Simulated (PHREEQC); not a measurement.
0.1 mol of Fluorite (CaF2) is brought to equilibrium with 1 kg of water holding 3 mmol/kgw NaCl, at 25 °C, the pH being set by adding NaOH or HCl. Oxygen alone is held at its pressure in air (log pO2 = -0.68). No CO2 enters from the air. The run lets Fluorite precipitate or redissolve, and no other solid.

Base run: PHREEQC, ion-association model, phreeqc.dat. Each further column changes one thing. The table gives dissolved Ca (mol/kgw).

| pH | base | temperature from 25 to 35 °C |
|---|---|---|
| 5 | 0.000212 | 0.000231 |
| 5.67 | 0.000211 | 0.000229 |
| 6.33 | 0.000210 | 0.000229 |
| 7 | 0.000210 | 0.000229 |
| 7.67 | 0.000210 | 0.000229 |
| 8.33 | 0.000210 | 0.000229 |
| 9 | 0.000210 | 0.000229 |
| 9.67 | 0.000210 | 0.000229 |
| 10.33 | 0.000211 | 0.000231 |
| 11 | 0.000215 | 0.000238 |
| 11.67 | 0.000229 | 0.000261 |
| 12.33 | 0.000273 | 0.000329 |
| 13 | 0.000398 | 0.000498 |
